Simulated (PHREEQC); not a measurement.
Dissolve 0.13 mol CuSO4 per kg of water at 20 °C. It is in equilibrium with CO2 at log p = -2 (atm). Otherwise closed; pH follows from the charge balance.

All values are PHREEQC results (ion-association model, phreeqc.dat), not measurements.

Precipitation was switched off in this run.

Question: Order these C species by the share of C that they hold, largest first: CuHCO3+, HCO3-, CuCO3, CO2.

Answer: CO2 (85 %), CuHCO3+ (14 %), HCO3- (1.4 %), CuCO3 (0.11 %)

The pH is 4.43 and the ionic strength 0.262 mol/kgw. Species that the database lacks are ignored.
